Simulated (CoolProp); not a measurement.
Water along the isotherm 617.1 K: fugacity coefficient from the reference equation and from simpler models built on Tc = 647.1 K, pc = 22.06 MPa, ω = 0.344; each cubic takes its own stable root.

Computed with CoolProp (reference Helmholtz-energy equation of state, Wagner 2002).

```
p (MPa)   phase  reference
-------  ------  ---------
0.105       gas     0.9981
0.169       gas     0.9970
0.273       gas     0.9951
0.441       gas     0.9921
0.713       gas     0.9871
1.15        gas     0.9793
1.86        gas     0.9664
3.01        gas     0.9455
4.86        gas     0.9118
7.85        gas     0.8566
12.7        gas     0.7643
20.5     liquid     0.5476
33.1     liquid     0.3631
```

How far does each simpler model (Soave-Redlich-Kwong, Peng-Robinson) lie from the reference over these 13 states: mean and median of the absolute difference, and the worst?


- Soave-Redlich-Kwong: mean 1.1 %, median 0.0 %, worst +8.2 % at 617.1 K and 33.1 MPa
- Peng-Robinson: mean 0.7 %, median 0.3 %, worst +3.3 % at 617.1 K and 33.1 MPa
